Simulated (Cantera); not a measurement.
An isothermal, constant-pressure homogeneous reactor starts with CH4 : H2O = 1 : 0.47 (molar parts), at 1773 K and 1.28 atm.

Detailed kinetics in Cantera: GRI-Mech 3.0 (53 species, 325 reactions). GRI-Mech 3.0 stops at C3 and has no aromatics, soot or wall deposition, so with more carbon than oxygen in the feed, carbon stays in small species such as C2H2 where larger ones or solid carbon would form.

x: mole fraction; the columns are a selection and need not sum to one.

| t (s) | x CH4 | x H2O | x O | x C2H2 | x CH2CO |
|---|---|---|---|---|---|
| 2.00e-6 | 0.680 | 0.320 | 8.33e-12 | 1.31e-10 | <1e-12 |
| 5.79e-6 | 0.679 | 0.320 | 5.73e-11 | 1.36e-8 | <1e-12 |
| 1.68e-5 | 0.677 | 0.319 | 2.85e-10 | 1.14e-6 | 1.68e-11 |
| 4.85e-5 | 0.668 | 0.319 | 7.56e-10 | ? | ? |
| 0.000140 | 0.631 | 0.314 | 1.47e-9 | 0.00178 | 3.73e-7 |
| 0.000406 | ? | 0.295 | ? | ? | ? |
| 0.00118 | 0.354 | 0.259 | 5.99e-10 | 0.0841 | 4.84e-5 |
| 0.00340 | 0.203 | 0.226 | 3.74e-10 | 0.135 | 6.30e-5 |
| 0.00985 | 0.0958 | 0.197 | 2.88e-10 | 0.163 | 6.39e-5 |
| 0.0285 | 0.0452 | 0.165 | 2.50e-10 | 0.166 | 5.41e-5 |
| 0.0825 | 0.0309 | 0.117 | 1.92e-10 | 0.145 | 3.35e-5 |
| 0.239 | 0.0241 | 0.0593 | 1.06e-10 | 0.114 | 1.34e-5 |
| 0.691 | 0.0186 | 0.0152 | 2.99e-11 | 0.0898 | 3.07e-6 |
| 2.00 | 0.0167 | 0.000668 | 1.36e-12 | 0.0817 | 5.43e-7 |

Problem. Complete the blanks.

Solution. 
- 4.85e-5, x C2H2: 5.61e-5
- 4.85e-5, x CH2CO: 3.23e-9
- 0.000406, x CH4: 0.517
- 0.000406, x O: 1.17e-9
- 0.000406, x C2H2: 0.0245
- 0.000406, x CH2CO: 1.33e-5
